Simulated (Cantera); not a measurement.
Charge: 1 mol AlN, 51 mol HCl, 2.9 mol H₂, at 1600 K and 0.0910 bar.

Cantera equilibrium calculation (NASA polynomials, part measured and part estimated; ideal gas, pure solids and liquids). Candidate condensed phases: Al, AlCl₃, AlN, NH₄Cl; 20 gas species. The tables' values for AlCl₂ are old estimates; treat these amounts as uncertain. Kinetics and transport are ignored.

Base state: HCl 0.890, H₂ 0.0817, AlCl₃ 0.0184, N₂ 0.00927, Cl 0.000444, AlCl₂ 0.000117, H 5.15e-5 (mole fractions); condensed: gas only.

What changes in the equilibrium state with this change: pressure from 0.0910 bar to 1.10e-5 bar?


```tsv
species	before	after
HCl	0.890	0.847
H₂	0.0817	0.0840
Cl	0.000444	0.0379
AlCl₃	0.0184	0.00489
AlCl	4.04e-6	0.0101
H	5.15e-5	0.00475
AlCl₂	0.000117	0.00300
N₂	0.00927	0.00897
```

What changes in the equilibrium state with this change: pressure from 0.0910 bar to 0.0110 bar?


```
species    before     after
-------  --------  --------
HCl         0.890     0.889
H₂         0.0817    0.0819
AlCl₃      0.0184    0.0182
Cl       0.000444   0.00127
AlCl      4.04e-6   3.31e-5
H         5.15e-5  0.000148
AlCl₂    0.000117  0.000331
```
